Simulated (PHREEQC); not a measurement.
# Copper plating or etch bath: speciation

Solution (20 °C): 0.017 mol/kgw Cu(NO3)2, 6.1e-05 mol/kgw HNO3 and 0.000148 mol/kgw FeCl3. Closed to the air; pH follows from the charge balance.

Computed with PHREEQC (ion-association model, wateq4f.dat).

This is a speciation only: nothing precipitates in the calculation.

Estimate the pH.

pH 3.66.

In which forms is Cl present?

Cl- 98 %, CuCl+ 1.7 % of the Cl.

Examples of supersaturated solids here: Fe(OH)3(a), Hematite (slow to form). Others may be too.
